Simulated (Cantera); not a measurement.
Input (Python, Cantera):

```python
import numpy as np
import cantera as ct

gas = ct.Solution("SiF4_NH3_mec.yaml", "gas")
gas.TPX = 2275, 2666, {'NH3': 1, 'H2': 0.94}
reactor = ct.IdealGasConstPressureReactor(gas, energy="off", clone=False)
net = ct.ReactorNet([reactor])
net.rtol, net.atol = 1e-08, 1e-18
show = ['NH3', 'H2', 'N', 'N2H4', 'N2H2', 'NH2', 'NH']
times = np.geomspace(4e-05, 1, 14)

steps = ct.SolutionArray(gas, extra=["t"])
rows = []
print(f"{'t/s':>10s}{'T/K':>9s}{'P/Pa':>11s}" + "".join(f"{s:>11s}" for s in show))
for t in times:
    while net.time < t:
        t_next = net.step()
        steps.append(gas.state, t=t_next)
    rows.append([np.interp(t, steps.t, y) for y in (steps.T, steps.P, *steps(*show).X.T)])
    print(f"{t:10.3e}{rows[-1][0]:9.1f}{rows[-1][1]:11.4g}" + "".join(f"{x:11.3e}" for x in rows[-1][2:]))
rate = np.gradient(steps.T, steps.t)
print("integrator steps:", len(steps.t))
if steps.T.max() > steps.T[0] + 200:
    print(f"time of steepest temperature rise: {steps.t[rate.argmax()]:.4e} s")
gas.TPX = 2275, 2666, {'NH3': 1, 'H2': 0.94}
gas.equilibrate("TP")
print(f"equilibrium (TP): T = {gas.T:.1f} K  " + "  ".join(f"{s} {gas[s].X[0]:.3e}" for s in show))
```

Result:

```
       t/s      T/K       P/Pa        NH3         H2          N       N2H4       N2H2        NH2         NH
 4.000e-05   2275.0       2666  5.153e-01  4.845e-01  3.249e-10  2.580e-11  5.515e-09  1.232e-04  1.389e-07
 8.717e-05   2275.0       2666  5.151e-01  4.845e-01  5.265e-09  1.257e-10  3.617e-08  2.695e-04  8.156e-07
 1.900e-04   2275.0       2666  5.147e-01  4.846e-01  6.451e-08  5.945e-10  2.382e-07  5.835e-04  4.174e-06
 4.140e-04   2275.0       2666  5.137e-01  4.847e-01  6.198e-07  2.654e-09  1.584e-06  1.231e-03  1.872e-05
 9.021e-04   2275.0       2666  5.111e-01  4.855e-01  3.484e-06  8.793e-09  7.570e-06  2.238e-03  5.956e-05
 1.966e-03   2275.0       2666  5.037e-01  4.900e-01  6.145e-06  1.294e-08  1.267e-05  2.714e-03  8.684e-05
 4.284e-03   2275.0       2666  4.870e-01  5.012e-01  6.358e-06  1.255e-08  1.238e-05  2.674e-03  8.766e-05
 9.336e-03   2275.0       2666  4.531e-01  5.239e-01  6.483e-06  1.134e-08  1.122e-05  2.541e-03  8.629e-05
 2.035e-02   2275.0       2666  3.891e-01  5.668e-01  6.702e-06  9.162e-09  9.180e-06  2.284e-03  8.320e-05
 4.434e-02   2275.0       2666  2.851e-01  6.366e-01  7.014e-06  5.950e-09  6.189e-06  1.841e-03  7.648e-05
 9.663e-02   2275.0       2666  1.546e-01  7.240e-01  7.322e-06  2.564e-09  2.970e-06  1.209e-03  6.343e-05
 2.106e-01   2275.0       2666  4.654e-02  7.957e-01  7.607e-06  5.062e-10  7.780e-07  5.372e-04  4.321e-05
 4.589e-01   2275.0       2666  2.084e-03  8.203e-01  9.465e-06  9.001e-12  3.264e-08  7.178e-05  1.766e-05
 1.000e+00   2275.0       2666  4.613e-06  7.978e-01  1.373e-06  7.021e-16  6.211e-12  6.390e-07  6.356e-07
integrator steps: 1315
equilibrium (TP): T = 2275.0 K  NH3 1.024e-07  H2 7.874e-01  N 7.363e-08  N2H4 6.353e-19  N2H2 4.790e-14  NH2 1.903e-08  NH 2.540e-08
```

Detailed kinetics in Cantera: the gas-phase N/H chemistry of the illustrative SiF4/NH3 mechanism in the Surface Chemkin manual (1991). Walls and surfaces, which speed up NH3 decomposition in real reactors, are not modelled.
